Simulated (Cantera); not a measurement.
**Equilibrium for carbon deposition, reforming and gasification: C3H8 + H2**

Feed: 1 mol C3H8, 4.4 mol H2, held at 0.0690 bar.

Method: chemical equilibrium by Gibbs-energy minimisation in Cantera with the NASA 1993 tables (ideal gas, pure condensed phases). Candidate condensed phases: C, C6H6, C7H8, C8H18; 76 gas species. Equilibrium is a limit: real reactors are often held back by kinetics, nucleation or transport.

| T (K) | log p H2 | log p H | log p C2H2 (acetylene) | log p C2H | log p C4H2 | n C(graphite) |
|---|---|---|---|---|---|---|
| 1650 | -1.16 | -4.62 | -5.50 | -11.32 | -10.25 | 3.00 |
| 1750 | -1.16 | -4.21 | -5.10 | -10.31 | -9.45 | 3.00 |
| 1850 | -1.16 | -3.85 | -4.74 | -9.40 | -8.73 | 3.00 |
| 1950 | -1.16 | -3.52 | -4.43 | -8.59 | -8.09 | 2.99 |
| 2050 | -1.17 | -3.23 | -4.14 | -7.86 | -7.51 | 2.98 |
| 2150 | -1.17 | -2.96 | -3.88 | -7.19 | -6.99 | 2.97 |
| 2250 | -1.17 | -2.72 | -3.65 | -6.59 | -6.51 | 2.94 |
| 2350 | -1.18 | -2.50 | -3.44 | -6.05 | -6.09 | 2.91 |
| 2450 | -1.20 | -2.30 | -3.26 | -5.55 | -5.70 | 2.86 |
| 2550 | -1.22 | -2.12 | -3.09 | -5.09 | -5.35 | 2.79 |
| 2650 | -1.25 | -1.95 | -2.95 | -4.67 | -5.04 | 2.69 |
| 2750 | -1.29 | -1.81 | -2.84 | -4.29 | -4.77 | 2.57 |
log p: log10 of the partial pressure in bar; n: condensed amount in mol.

From 1650 K to 2750 K the condensed part is C(graphite). The main C-bearing gas is CH4 at 1650 K and C2H2 (acetylene) at 2750 K.
